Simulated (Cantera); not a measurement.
# Tantalum, niobium, vanadium and zirconium in process gases: V + H2O

Charge: 1 mol V, a varied amount of H2O, at 1923 K and 3.30e-5 bar.

Equilibrium computed with Cantera from the NASA thermochemical tables; the gas is ideal and each condensed phase is pure. Candidate condensed phases: H2O, V, VO, V2O3, V2O4, V2O5; 12 gas species. Mutual solubility and eutectic melting of coexisting phases are not modelled. VO: taken at fixed stoichiometry. Condensed phases not in the tables: the oxides between V2O3 and V2O5 other than VO2, N, O or C dissolved in the metal. Rates play no part.

```tsv
n(H2O) (mol)	log p H2	log p H	log p VO2	log p V	log p VO	log p H2O	log p OH	log p O	n V(s)	n VO(s)	n V2O3(s)
0.25	-4.57	-5.31	-7.41	-6.16	-6.25	-8.21	-10.02	-10.88	0.745	0.244	0
0.3	-4.57	-5.31	-7.41	-6.16	-6.25	-8.21	-10.02	-10.88	0.693	0.293	0
0.36	-4.57	-5.31	-7.41	-6.16	-6.25	-8.21	-10.02	-10.88	0.632	0.352	0
0.42	-4.57	-5.31	-7.41	-6.16	-6.25	-8.21	-10.02	-10.88	0.571	0.411	0
0.5	-4.57	-5.31	-7.41	-6.16	-6.25	-8.21	-10.02	-10.88	0.489	0.489	0
0.6	-4.57	-5.31	-7.41	-6.16	-6.25	-8.21	-10.02	-10.88	0.387	0.587	0
0.71	-4.57	-5.31	-7.41	-6.16	-6.25	-8.21	-10.02	-10.88	0.274	0.694	0
0.84	-4.57	-5.31	-7.41	-6.16	-6.25	-8.21	-10.02	-10.88	0.142	0.822	0
1	-4.57	-5.31	-6.82	-6.76	-6.25	-7.61	-9.42	-10.29	0	0.970	0
1.2	-4.63	-5.34	-5.42	-8.16	-6.25	-6.27	-8.05	-8.89	0	0.798	0.000764
1.4	-4.63	-5.34	-5.42	-8.16	-6.25	-6.27	-8.05	-8.89	0	0.431	0.168
```
log p: log10 of the partial pressure in bar; n: condensed amount in mol.

From 0.25 mol H2O to 0.84 mol H2O the condensed part is V(s) + VO(s). At 1 mol H2O the condensed part is VO(s). From 1.2 mol H2O to 1.4 mol H2O the condensed part is VO(s) + V2O3(s). The main V-bearing gas is V at 0.25 mol H2O and VO2 at 1.4 mol H2O. The share of V in condensed phases is highest at 0.25 mol H2O (98.9 %) and lowest at 1.4 mol H2O (76.6 %).
